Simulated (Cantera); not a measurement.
Feed: 1 mol SO2, 3.7 mol H2O, 0.3 mol O2, held at 1473 K and 70.5 Torr.

These are equilibrium values from Cantera (NASA tables, ideal gas, pure condensed phases), not measurements of a reactor. Candidate condensed phases: H2O, H2SO4, S; 19 gas species. The numbers say what is thermodynamically allowed, not how fast it happens.

Base state: H2O 0.740, SO2 0.199, O2 0.0596, SO3 0.000642, OH 0.000221, H2 1.29e-5 (mole fractions); condensed: gas only.

Q: What changes in the equilibrium state with this change: temperature from 1473 K to 1900 K?

A: 
```json
[
 {"species": "H2O", "before": "0.740", "after": "0.735"},
 {"species": "SO2", "before": "0.199", "after": "0.199"},
 {"species": "O2", "before": "0.0596", "after": "0.0594"},
 {"species": "OH", "before": "0.000221", "after": "0.00437"},
 {"species": "H2", "before": "1.29e-5", "after": "0.00128"},
 {"species": "H", "before": "1.48e-7", "after": "9.27e-5"},
 {"species": "SO", "before": "6.00e-7", "after": "0.000153"}
]
```
